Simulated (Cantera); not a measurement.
Input: 1 mol B₂H₆, 2.5 mol H₂O, 21 mol H₂, equilibrated at 0.100 bar.

Method: chemical equilibrium by Gibbs-energy minimisation in Cantera with the NASA 1993 tables (ideal gas, pure condensed phases). Candidate condensed phases: B, B₂O₃, B₃O₃H₃, H₂O; 23 gas species. The feed counts by its element totals alone. Mutual solubility and eutectic melting of coexisting phases are not modelled. The numbers say what is thermodynamically allowed, not how fast it happens.

Task: What share of the B ends up in condensed phases as a function of T (K), at 823, 923, 1023, 1123, 1223, 1323, 1423, 1523, 1623?

Result: 
| T (K) | B condensed (%) | as |
|---|---|---|
| 823 | 94.4 | B(s) + B₂O₃(l) |
| 923 | 93.1 | B(s) + B₂O₃(l) |
| 1023 | 92.2 | B(s) + B₂O₃(l) |
| 1123 | 91.6 | B(s) + B₂O₃(l) |
| 1223 | 91.0 | B(s) + B₂O₃(l) |
| 1323 | 89.5 | B(s) + B₂O₃(l) |
| 1423 | 84.3 | B(s) + B₂O₃(l) |
| 1523 | 67.0 | B(s) + B₂O₃(l) |
| 1623 | 39.4 | B₂O₃(l) |
